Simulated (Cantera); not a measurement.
Input: 1 mol AlN, 0.077 mol H2, held at 75.0 Torr.

Method: chemical equilibrium by Gibbs-energy minimisation in Cantera with the NASA 1993 tables (ideal gas, pure condensed phases). Candidate condensed phases: Al, AlN; 13 gas species. Rates play no part.

log p: log10 of the partial pressure in bar; n: condensed amount in mol.

```json
[
 {"T (K)": "2148", "log p H2": "-1.04", "log p Al": "-2.28", "log p N2": "-2.55", "log p H": "-2.90", "log p AlH": "-3.48", "log p Al2": "-5.38", "log p N": "-9.46", "n AlN(s)": "0.995"},
 {"T (K)": "2198", "log p H2": "-1.08", "log p Al": "-2.05", "log p N2": "-2.32", "log p H": "-2.79", "log p AlH": "-3.31", "log p Al2": "-5.01", "log p N": "-9.08", "n AlN(s)": "0.991"},
 {"T (K)": "2248", "log p H2": "-1.13", "log p Al": "-1.82", "log p N2": "-2.10", "log p H": "-2.70", "log p AlH": "-3.15", "log p Al2": "-4.66", "log p N": "-8.71", "n AlN(s)": "0.984"},
 {"T (K)": "2298", "log p H2": "-1.23", "log p Al": "-1.61", "log p N2": "-1.89", "log p H": "-2.63", "log p AlH": "-3.02", "log p Al2": "-4.32", "log p N": "-8.36", "n AlN(s)": "0.968"},
 {"T (K)": "2348", "log p H2": "-1.43", "log p Al": "-1.41", "log p N2": "-1.69", "log p H": "-2.62", "log p AlH": "-2.96", "log p Al2": "-4.00", "log p N": "-8.03", "n AlN(s)": "0.920"},
 {"T (K)": "2398", "log p H2": "-2.28", "log p Al": "-1.21", "log p N2": "-1.51", "log p H": "-2.94", "log p AlH": "-3.22", "log p Al2": "-3.69", "log p N": "-7.71", "n AlN(s)": "0.222"},
 {"T (K)": "2448", "log p H2": "-2.40", "log p Al": "-1.20", "log p N2": "-1.50", "log p H": "-2.90", "log p AlH": "-3.31", "log p Al2": "-3.75", "log p N": "-7.50", "n AlN(s)": "0"},
 {"T (K)": "2498", "log p H2": "-2.41", "log p Al": "-1.20", "log p N2": "-1.50", "log p H": "-2.81", "log p AlH": "-3.34", "log p Al2": "-3.83", "log p N": "-7.29", "n AlN(s)": "0"},
 {"T (K)": "2548", "log p H2": "-2.43", "log p Al": "-1.21", "log p N2": "-1.50", "log p H": "-2.73", "log p AlH": "-3.38", "log p Al2": "-3.90", "log p N": "-7.10", "n AlN(s)": "0"},
 {"T (K)": "2598", "log p H2": "-2.45", "log p Al": "-1.21", "log p N2": "-1.50", "log p H": "___", "log p AlH": "-3.42", "log p Al2": "___", "log p N": "___", "n AlN(s)": "0"},
 {"T (K)": "2648", "log p H2": "-2.48", "log p Al": "-1.21", "log p N2": "-1.50", "log p H": "-2.57", "log p AlH": "-3.47", "log p Al2": "-4.04", "log p N": "-6.72", "n AlN(s)": "0"},
 {"T (K)": "2698", "log p H2": "-2.51", "log p Al": "-1.21", "log p N2": "-1.50", "log p H": "___", "log p AlH": "-3.51", "log p Al2": "___", "log p N": "___", "n AlN(s)": "0"},
 {"T (K)": "2748", "log p H2": "-2.54", "log p Al": "-1.21", "log p N2": "-1.51", "log p H": "-2.44", "log p AlH": "-3.55", "log p Al2": "-4.17", "log p N": "-6.38", "n AlN(s)": "0"},
 {"T (K)": "2798", "log p H2": "-2.59", "log p Al": "-1.21", "log p N2": "-1.51", "log p H": "-2.38", "log p AlH": "-3.60", "log p Al2": "-4.23", "log p N": "-6.22", "n AlN(s)": "0"}
]
```

**Question.** Complete the blanks.

**Answer.** 
- 2698, log p H: -2.50
- 2698, log p Al2: -4.10
- 2698, log p N: -6.55
- 2598, log p H: -2.65
- 2598, log p Al2: -3.97
- 2598, log p N: -6.91
